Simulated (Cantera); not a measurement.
**Boron, boron nitride and boron oxide: borazine + N2 + H2**

Feed: 1 mol borazine, 5.7 mol N2, a varied amount of H2, held at 1952 °C and 10.0 Torr.

These are equilibrium values from Cantera (NASA tables, ideal gas, pure condensed phases), not measurements of a reactor. Candidate condensed phases: B, BN; 15 gas species. The feed counts by its element totals alone. The tables' values for BH2 are old estimates; treat these amounts as uncertain. The numbers say what is thermodynamically allowed, not how fast it happens.

At 9.8 mol H2 the condensed part is BN(s). From 31 mol H2 to 200 mol H2 the condensed part is B(s). The share of B in condensed phases is highest at 9.8 mol H2 (99.4 %) and lowest at 200 mol H2 (87.8 %).

| n(H2) (mol) | log p H2 | log p N2 | log p H | log p BH2 | log p B | log p BH | log p BN | n BN(s) | n B(s) |
|---|---|---|---|---|---|---|---|---|---|
| 9.8 | -2.06 | -2.40 | -3.22 | -5.00 | -5.53 | -6.52 | -6.92 | 2.98 | 0 |
| 31 | -1.98 | -2.64 | -3.18 | -4.81 | -5.42 | -6.37 | -6.93 | 0 | 2.94 |
| 51 | -1.95 | -2.82 | -3.17 | -4.78 | -5.42 | -6.36 | -7.01 | 0 | 2.90 |
| 72 | -1.94 | -2.94 | -3.16 | -4.77 | -5.42 | -6.35 | -7.08 | 0 | 2.86 |
| 93 | -1.93 | -3.04 | -3.15 | -4.76 | -5.42 | -6.34 | -7.13 | 0 | 2.83 |
| 110 | -1.93 | -3.11 | -3.15 | -4.75 | -5.42 | -6.34 | -7.16 | 0 | 2.80 |
| 130 | -1.92 | -3.18 | -3.15 | -4.75 | -5.42 | -6.34 | -7.19 | 0 | 2.76 |
| 160 | -1.92 | -3.26 | -3.15 | -4.75 | -5.42 | -6.34 | -7.24 | 0 | 2.71 |
| 180 | -1.92 | -3.31 | -3.15 | -4.74 | -5.42 | -6.34 | -7.26 | 0 | 2.67 |
| 200 | -1.92 | -3.35 | -3.15 | -4.74 | -5.42 | -6.34 | -7.28 | 0 | 2.63 |
log p: log10 of the partial pressure in bar; n: condensed amount in mol.
